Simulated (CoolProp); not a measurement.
Saturated liquid density (kg/m³) of C2F6 (R116): the reference equation beside estimates from Tc = 293.0 K, pc = 3048 kPa, ω = 0.257. Rackett uses Z = 0.29056 − 0.08775 ω.

Model: reference Helmholtz-energy equation of state, Lemmon 2006, in CoolProp. It is a short technical equation, of lower accuracy than the large ones.

| T (K) | reference | Rackett | van der Waals | Redlich-Kwong |
|---|---|---|---|---|
| 182 | 1661 | (withheld) | 1049 | 1540 |
| 188.4 | 1634 | 1718 | 1032 | (withheld) |
| 194.9 | 1606 | 1687 | 1014 | 1480 |
| 201.3 | 1577 | 1657 | 996.5 | 1448 |
| 207.7 | 1547 | 1625 | 977.8 | 1415 |
| 214.1 | 1517 | 1592 | 958.3 | 1380 |
| 220.5 | 1485 | 1558 | 937.9 | (withheld) |
| 226.9 | 1452 | 1523 | 916.4 | 1305 |
| 233.4 | 1417 | 1485 | 893.5 | 1264 |
| 239.8 | 1380 | 1446 | 869.5 | 1221 |
| 246.2 | 1341 | 1405 | 844.0 | 1175 |
| 252.6 | 1300 | 1360 | 816.6 | 1125 |
| 259 | 1254 | 1312 | 786.8 | 1072 |
| 265.4 | 1204 | 1259 | 754.0 | 1013 |

Some entries are withheld; supply them.


- 182, Rackett: 1747
- 188.4, Redlich-Kwong: 1511
- 220.5, Redlich-Kwong: 1344

Absolute difference from the reference over all 14 rows, mean and median: Rackett 4.9 and 4.9 %, van der Waals 37.0 and 36.9 %, Redlich-Kwong 10.5 and 9.8 %.
